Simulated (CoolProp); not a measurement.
Vapour-liquid equilibrium of n-heptane (1) + ethylbenzene (2) at 2.31 bar; x and y are mole fractions of (1).

Computed with CoolProp (multi-fluid Helmholtz-energy mixture model, Span 2003 and Zhou 2012; pair parameters Bell 2016).

Question: Give the bubble temperature and the first vapour's composition at x = 0.05, 0.45, 0.55. Is there an azeotrope?

Answer: x = 0.05: 165.6 °C, y = 0.128; x = 0.45: 144.4 °C, y = 0.668; x = 0.55: 141.0 °C, y = 0.743. No azeotrope shows between x = 0.05 and 0.95.

Pair parameters are fitted to limited data, so mixtures are less certain than the pure fluids.
